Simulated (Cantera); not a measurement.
An isothermal, constant-pressure homogeneous reactor starts with 84.7 % N2O, 15.3 % H2O, at 1200 K and 57.0 Torr.

Model: GRI-Mech 3.0 (53 species, 325 reactions), integrated in Cantera. GRI-Mech 3.0 was tuned for natural gas; its chemistry of N2O as a main component is partial and can be far from experiment. The mechanism lacks the step 2 NO + O2 → 2 NO2, which can matter for NO2 below about 1400 K. The temperature is held fixed by assumption; the heat of reaction is taken as removed at once.

x: mole fraction; the columns are a selection and need not sum to one.

| t (s) | x N2O | x H2O | x O | x OH | x O2 | x H2O2 |
|---|---|---|---|---|---|---|
| 4.00e-6 | 0.847 | 0.153 | 1.36e-7 | 1.06e-9 | 2.67e-9 | <1e-12 |
| 1.15e-5 | 0.847 | 0.153 | 3.71e-7 | 8.38e-9 | 2.12e-8 | <1e-12 |
| 3.28e-5 | 0.847 | 0.153 | 9.32e-7 | 6.29e-8 | 1.59e-7 | <1e-12 |
| 9.40e-5 | 0.847 | 0.153 | 1.90e-6 | 4.09e-7 | 1.04e-6 | <1e-12 |
| 0.000269 | 0.847 | 0.153 | 2.63e-6 | 1.98e-6 | 5.12e-6 | 9.68e-12 |
| 0.000771 | 0.847 | 0.153 | 2.71e-6 | 6.75e-6 | 1.84e-5 | 3.67e-10 |
| 0.00221 | 0.847 | 0.153 | 2.72e-6 | 1.73e-5 | 5.73e-5 | 1.36e-8 |
| 0.00632 | 0.847 | 0.152 | 2.74e-6 | 2.73e-5 | 0.000181 | 1.62e-7 |
| 0.0181 | 0.846 | 0.152 | 2.75e-6 | 3.02e-5 | 0.000555 | 1.79e-7 |
| 0.0519 | 0.842 | 0.152 | 2.73e-6 | 3.30e-5 | 0.00162 | 1.29e-7 |
| 0.149 | 0.833 | 0.152 | 2.65e-6 | [?] | [?] | [?] |
| 0.426 | 0.806 | 0.150 | 2.51e-6 | 3.94e-5 | 0.0131 | 4.86e-8 |
| 1.22 | 0.737 | 0.147 | 2.36e-6 | 4.33e-5 | 0.0353 | 2.49e-8 |
| 3.49 | 0.580 | 0.138 | 2.21e-6 | 4.50e-5 | 0.0863 | 1.59e-8 |
| 10.0 | [?] | [?] | [?] | 4.29e-5 | [?] | [?] |

Q: Complete the blanks.

A: 
- 0.149, x OH: 3.58e-5
- 0.149, x O2: 0.00465
- 0.149, x H2O2: 8.71e-8
- 10.0, x N2O: 0.318
- 10.0, x H2O: 0.124
- 10.0, x O: 2.01e-6
- 10.0, x O2: 0.172
- 10.0, x H2O2: 1.22e-8
